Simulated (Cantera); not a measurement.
What does this Cantera script print?

```python
import numpy as np
import cantera as ct

gas = ct.Solution("gri30.yaml")


def delay(T, t_max=10):
    gas.TPX = T, 340000, {'CH3OH': 1, 'O2': 0.938, 'N2': 3.52, 'CO2': 0.22}
    reactor = ct.IdealGasConstPressureReactor(gas, clone=False)
    net = ct.ReactorNet([reactor])
    net.rtol, net.atol = 1e-8, 1e-16
    while net.time < t_max:
        t_old, T_old = net.time, reactor.T
        net.step()
        if reactor.T > T + 400:  # ignition: a rise of 400 K
            return t_old + (T + 400 - T_old) / (reactor.T - T_old) * (net.time - t_old)
    return np.nan


taus = []
for T in [1073, 1148, 1223, 1298, 1373, 1448, 1523, 1598, 1673]:
    taus.append(delay(T))
    print(f"T0 = {T:6g} K   tau = {taus[-1]:.4e} s")
```

Result:

```
T0 =   1073 K   tau = 3.3017e-02 s
T0 =   1148 K   tau = 7.5446e-03 s
T0 =   1223 K   tau = 2.0845e-03 s
T0 =   1298 K   tau = 6.7824e-04 s
T0 =   1373 K   tau = 2.5490e-04 s
T0 =   1448 K   tau = 1.0892e-04 s
T0 =   1523 K   tau = 5.2104e-05 s
T0 =   1598 K   tau = 2.7436e-05 s
T0 =   1673 K   tau = 1.5634e-05 s
```

Model: GRI-Mech 3.0 (53 species, 325 reactions), integrated in Cantera. GRI-Mech 3.0 was tuned for natural gas; its chemistry of methanol as a main component is partial and can be far from experiment.
